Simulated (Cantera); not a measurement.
# AlCl3 + O2 + N2 (aluminium nitride and oxide growth)

Charge: 1 mol AlCl3, 0.47 mol O2, 780 mol N2, held at 128 Torr.

Method: chemical equilibrium by Gibbs-energy minimisation in Cantera with the NASA 1993 tables (ideal gas, pure condensed phases). Candidate condensed phases: Al, AlCl3, AlN, Al2O3; 24 gas species. The tables' values for AlCl2 are old estimates; treat these amounts as uncertain. Condensed phases not in the tables: AlOCl. Rates play no part.

```tsv
T (°C)	x N2	x Cl	x Cl2	x AlCl3	x AlCl2	x AlCl	x Al2Cl6	n Al2O3(s)
402	0.998	2.54e-8	0.00120	0.000471	<1e-12	<1e-12	3.50e-6	0.313
502	0.998	4.32e-7	0.00120	0.000477	<1e-12	<1e-12	2.30e-7	0.313
602	0.998	3.87e-6	0.00120	0.000478	<1e-12	<1e-12	2.84e-8	0.313
702	0.998	2.22e-5	0.00119	0.000478	<1e-12	<1e-12	5.51e-9	0.313
802	0.998	9.11e-5	0.00116	0.000478	1.35e-12	<1e-12	1.48e-9	0.313
902	0.998	0.000286	0.00106	0.000478	2.46e-11	<1e-12	5.04e-10	0.313
1002	0.998	0.000700	0.000853	0.000478	3.04e-10	<1e-12	2.06e-10	0.313
1102	0.998	0.00132	0.000542	0.000478	2.96e-9	<1e-12	9.70e-11	0.313
1202	0.997	0.00190	0.000252	0.000478	2.55e-8	1.16e-11	5.12e-11	0.313
1302	0.997	0.00222	9.34e-5	0.000478	1.96e-7	4.76e-10	2.95e-11	0.313
1402	0.997	0.00234	3.29e-5	0.000477	1.27e-6	1.48e-8	1.82e-11	0.313
1502	0.997	0.00238	1.23e-5	0.000471	6.83e-6	3.24e-7	1.17e-11	0.313
1602	0.997	0.00243	5.10e-6	0.000443	2.91e-5	4.87e-6	7.19e-12	0.312
```
x: gas mole fraction; n: condensed amount in mol.

From 402 °C to 1602 °C the condensed part is Al2O3(s). The main Al-bearing gas is AlCl3 throughout.
